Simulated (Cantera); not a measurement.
A perfectly stirred reactor is fed with 18.2 % NO, 81.8 % N2, at 0.197 atm; it is held at 1800 K, and followed from long to short residence time.

Computed with Cantera and GRI-Mech 3.0 (53 species, 325 reactions).

Task: Predict: x(NO) at τ = 19.0 s; x(N2) at τ = 19.0 s; x(N2O) at τ = 19.0 s; x(NO2) at τ = 19.0 s; x(O) at τ = 19.0 s; x(NO) at τ = 42.0 ms; x(N2) at τ = 42.0 ms; x(N2O) at τ = 42.0 ms; x(NO2) at τ = 42.0 ms; x(O) at τ = 42.0 ms.

Result: 
```json
{
 "x(NO) at τ = 19.0 s": "0.130",
 "x(N2) at τ = 19.0 s": "0.844",
 "x(N2O) at τ = 19.0 s": "6.60e-6",
 "x(NO2) at τ = 19.0 s": "5.19e-5",
 "x(O) at τ = 19.0 s": "4.59e-5",
 "x(NO) at τ = 42.0 ms": "0.182",
 "x(N2) at τ = 42.0 ms": "0.818",
 "x(N2O) at τ = 42.0 ms": "1.11e-5",
 "x(NO2) at τ = 42.0 ms": "1.64e-5",
 "x(O) at τ = 42.0 ms": "1.18e-5"
}
```
